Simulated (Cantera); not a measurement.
Mixture: CH₄ : H₂ : O₂ : N₂ : C₂H₆ = 1 : 0.064 : 1.56 : 5.88 : 0.15 (molar parts), at 0.987 atm, adiabatic and at constant volume. Ignition delay is the time to a rise of 400 K.

Cantera simulation using GRI-Mech 3.0 (53 species, 325 reactions); the numbers are that mechanism's predictions, not measurements.

Q: Predict: delay at 1275 K; delay at 1425 K; delay at 1575 K; delay at 1725 K; delay at 1875 K; apparent activation energy between 1725 and 1875 K.

A: 
```json
{
  "delay at 1275 K": "1.39 ms",
  "delay at 1425 K": "0.357 ms",
  "delay at 1575 K": "0.108 ms",
  "delay at 1725 K": "40.4 µs",
  "delay at 1875 K": "19.1 µs",
  "apparent activation energy between 1725 and 1875 K": "130 kJ/mol"
}
```
